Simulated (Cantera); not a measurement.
Mixture: CH₄ : O₂ : N₂ = 1 : 4.08 : 15.3 (molar parts), equivalence ratio 0.49, at 1.01 bar, adiabatic and at constant pressure. Ignition delay is the time to a rise of 400 K.

Detailed kinetics in Cantera: GRI-Mech 3.0 (53 species, 325 reactions).

### Question
What does this change do: pressure from 1.01 bar to 10.0 bar?

### Answer
```csv
quantity,before,after
delay at 1050 K,0.320 s,29.6 ms
delay at 1200 K,31.1 ms,3.52 ms
delay at 1350 K,4.38 ms,0.628 ms
delay at 1500 K,0.914 ms,0.145 ms
delay at 1650 K,0.276 ms,42.1 µs
apparent activation energy between 1575 and 1725 K,160 kJ/mol,170 kJ/mol
```

### Question
What does this change do: pressure from 1.01 bar to 0.730 bar?

### Answer
```json
[
 {"quantity": "delay at 1050 K", "before": "0.320 s", "after": "0.440 s"},
 {"quantity": "delay at 1200 K", "before": "31.1 ms", "after": "40.8 ms"},
 {"quantity": "delay at 1350 K", "before": "4.38 ms", "after": "5.63 ms"},
 {"quantity": "delay at 1500 K", "before": "0.914 ms", "after": "1.19 ms"},
 {"quantity": "delay at 1650 K", "before": "0.276 ms", "after": "0.369 ms"},
 {"quantity": "apparent activation energy between 1575 and 1725 K", "before": "160 kJ/mol", "after": "160 kJ/mol"}
]
```
